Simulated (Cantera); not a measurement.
An isothermal, constant-pressure homogeneous reactor starts with H2 : O2 = 0.25 : 1 (molar parts), equivalence ratio 0.12, at 1350 K and 1330 Pa.

Cantera simulation using the H2/O2 subset of GRI-Mech 3.0, which has no nitrogen chemistry; the numbers are that mechanism's predictions, not measurements. Radical loss at walls, strong at low pressure, is not modelled. The temperature is held fixed by assumption; the heat of reaction is taken as removed at once.

One state of this run: x H2 = 0.00158; x O2 = 0.764; x O = 0.0115; x H2O = 0.214; x H2O2 = 2.07e-7; x HO2 = 4.82e-6; x OH = 0.00654. x: mole fraction; the columns are a selection and need not sum to one.

Which value of t (s) does it belong to?
A) 0.00440
B) 2.13
C) 0.984
D) 0.0447

D, 0.0447
